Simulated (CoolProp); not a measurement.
The fluid at 298.15 K and 0.527 MPa is throttled through a valve to 0.234 MPa with no heat exchange. The same conditions are run with several fluids, on thermodynamics alone (safety and materials aside).

The numbers come from the reference Helmholtz-energy equation of state of each fluid (R134a: Tillner-Roth 1994; sulfur hexafluoride: Guder 2009; C2F6 (R116): Lemmon 2006; R404A: Lemmon 2003; R13: Platzer 1990) in CoolProp. The equations of Platzer and Polt are older, rougher fits. Blends and air are pseudo-pure fits.

| fluid | temperature change (K) | final density (kg/m³) |
|---|---|---|
| R134a | (withheld) | 10.4 |
| sulfur hexafluoride | (withheld) | 14.3 |
| C2F6 (R116) | -2.5 | (withheld) |
| R404A | -5.4 | 9.80 |
| R13 | -3.4 | 10.2 |

Question: What belongs in the gaps?

Answer: 
- R134a, temperature change (K): -7.1
- sulfur hexafluoride, temperature change (K): -2.9
- C2F6 (R116), final density (kg/m³): 13.5
